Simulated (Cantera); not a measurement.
A diamond (100) surface in a fixed gas of H2 with x(CH4) = 0.024, x(H) = 0.0083, at 1075 K, 0.188 atm; coverages are run to steady state.

Detailed kinetics in Cantera: the Harris–Goodwin 1993 mechanism for the reconstructed diamond (100) surface.

θ: site fractions in the mechanism's names (c6HH fully hydrogenated, c6H* and c6*H radical sites, c6** diradical, c6HM methylated).

```json
[
 {"x(CH3)": "1e-06", "growth (µm/h)": "0.133", "θ c6HH": "0.532", "θ c6H*": "0.0257", "θ c6*H": "0.426", "θ c6**": "0.0159", "θ c6HM": "4.72e-5"},
 {"x(CH3)": "2.6e-06", "growth (µm/h)": "0.346", "θ c6HH": "0.532", "θ c6H*": "0.0257", "θ c6*H": "0.426", "θ c6**": "0.0159", "θ c6HM": "0.000123"},
 {"x(CH3)": "6.5e-06", "growth (µm/h)": "…", "θ c6HH": "0.532", "θ c6H*": "0.0257", "θ c6*H": "0.426", "θ c6**": "0.0159", "θ c6HM": "…"},
 {"x(CH3)": "1.7e-05", "growth (µm/h)": "…", "θ c6HH": "0.531", "θ c6H*": "0.0257", "θ c6*H": "0.426", "θ c6**": "0.0159", "θ c6HM": "…"},
 {"x(CH3)": "4.3e-05", "growth (µm/h)": "5.71", "θ c6HH": "0.531", "θ c6H*": "0.0256", "θ c6*H": "0.425", "θ c6**": "0.0158", "θ c6HM": "0.00202"},
 {"x(CH3)": "0.00011", "growth (µm/h)": "14.5", "θ c6HH": "0.528", "θ c6H*": "0.0255", "θ c6*H": "0.423", "θ c6**": "0.0157", "θ c6HM": "0.00514"},
 {"x(CH3)": "0.00028", "growth (µm/h)": "36.5", "θ c6HH": "0.522", "θ c6H*": "0.0252", "θ c6*H": "0.418", "θ c6**": "0.0154", "θ c6HM": "0.0129"},
 {"x(CH3)": "0.00072", "growth (µm/h)": "90.5", "θ c6HH": "0.508", "θ c6H*": "0.0244", "θ c6*H": "0.405", "θ c6**": "0.0148", "θ c6HM": "0.0321"},
 {"x(CH3)": "0.0018", "growth (µm/h)": "209", "θ c6HH": "0.476", "θ c6H*": "0.0228", "θ c6*H": "0.378", "θ c6**": "0.0134", "θ c6HM": "0.0740"}
]
```

Fill in the missing entries.


- 6.5e-06, growth (µm/h): 0.866
- 6.5e-06, θ c6HM: 0.000306
- 1.7e-05, growth (µm/h): 2.26
- 1.7e-05, θ c6HM: 0.000801
